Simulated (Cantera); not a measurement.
Feed: 1 mol Si, 0.89 mol O2, 770 mol H2, equilibrated at 850 °C and 0.390 bar.

Equilibrium computed with Cantera from the NASA thermochemical tables; the gas is ideal and each condensed phase is pure. Candidate condensed phases: H2O, Si, SiO2; 18 gas species. Mutual solubility and eutectic melting of coexisting phases are not modelled. The numbers say what is thermodynamically allowed, not how fast it happens.

Base state: H2 1.00 (mole fractions); condensed: Si(s) + SiO2(β-quartz).

### Question
What changes in the equilibrium state with this change: temperature from 850 °C to 1750 °C?

### Answer
```csv
species,before,after
H2,1.00,0.995
H,6.84e-8,0.00303
SiO,1.29e-7,0.00129
H2O,1.44e-8,0.00101
"Si(s), mol",0.110,0
"SiO2(β-quartz), mol",0.890,0
```
